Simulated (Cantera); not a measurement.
## Ignition delay

Mixture: H₂ : O₂ : N₂ : H₂O = 1 : 0.862 : 2.67 : 1.1 (molar parts), at 0.868 atm, adiabatic and at constant pressure. Ignition delay is the time to a rise of 400 K.

Computed with Cantera and GRI-Mech 3.0 (53 species, 325 reactions). Where the delays flatten at high temperature, the 400 K rule measures the pace of heat release, not the induction time.

```tsv
T0 (K)	delay (ms)
1100	0.219
1150	0.112
1200	0.0743
1250	0.0552
1300	0.0439
1350	0.0368
1400	0.0321
1450	0.0289
```
